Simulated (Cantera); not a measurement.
A freely propagating, adiabatic, planar premixed flame of H₂ : O₂ : N₂ = 1 : 0.98 : 3.69 (molar parts), unburnt at 425 K and 760 Torr; mixture-averaged transport, grid criteria slope 0.08 and curve 0.16, no radiation.

Cantera simulation using the H2/O2 subset of GRI-Mech 3.0, which has no nitrogen chemistry; the numbers are that mechanism's predictions, not measurements. Burning velocities carry a grid error of a few per cent, more on coarse grids. Lean hydrogen flames are cellular in practice and burn faster than this planar one.

x: mole fraction of selected species; z is measured from the peak of heat release.

| z (mm) | T (K) | u (m/s) | x H₂ | x O₂ | x H₂O | x OH | x HO₂ | x H₂O₂ |
|---|---|---|---|---|---|---|---|---|
| -1.21 | 425 | 1.10 | 0.176 | 0.173 | 5.75e-7 | <1e-8 | <1e-8 | <1e-8 |
| -0.809 | 425 | 1.09 | 0.174 | 0.173 | 1.09e-5 | <1e-8 | 1.01e-7 | 3.15e-8 |
| -0.607 | 426 | 1.09 | 0.170 | 0.174 | … | <1e-8 | … | … |
| -0.404 | 434 | 1.10 | 0.159 | 0.176 | … | <1e-8 | … | … |
| -0.202 | 563 | 1.38 | 0.119 | 0.178 | 0.0154 | 4.54e-5 | 0.000284 | 5.26e-5 |
| -0.101 | 837 | 2.00 | 0.0817 | 0.165 | 0.0524 | 0.000463 | 0.000234 | 4.36e-5 |
| 0 | 1146 | 2.72 | 0.0439 | 0.138 | 0.105 | 0.00160 | 0.000124 | 1.28e-5 |
| 0.101 | 1362 | 3.23 | 0.0186 | 0.114 | 0.146 | 0.00375 | 7.69e-5 | 5.18e-6 |
| 0.202 | 1484 | 3.51 | 0.00851 | 0.102 | 0.165 | 0.00516 | 5.49e-5 | 2.92e-6 |
| 0.404 | 1601 | 3.78 | 0.00364 | 0.0966 | 0.176 | 0.00554 | 3.45e-5 | 1.42e-6 |
| 0.809 | 1678 | 3.95 | 0.00160 | 0.0957 | 0.182 | 0.00432 | 1.75e-5 | 6.83e-7 |
| 1.62 | 1714 | 4.03 | 0.000531 | 0.0959 | 0.185 | 0.00265 | 6.72e-6 | 3.26e-7 |
| 3.24 | 1726 | 4.05 | 0.000153 | 0.0962 | 0.187 | 0.00147 | 2.28e-6 | 1.48e-7 |

**Question.** Fill in the missing entries.

**Answer.** 
- -0.607, x H₂O: 7.79e-5
- -0.607, x HO₂: 8.62e-7
- -0.607, x H₂O₂: 2.71e-7
- -0.404, x H₂O: 0.000665
- -0.404, x HO₂: 9.18e-6
- -0.404, x H₂O₂: 2.80e-6
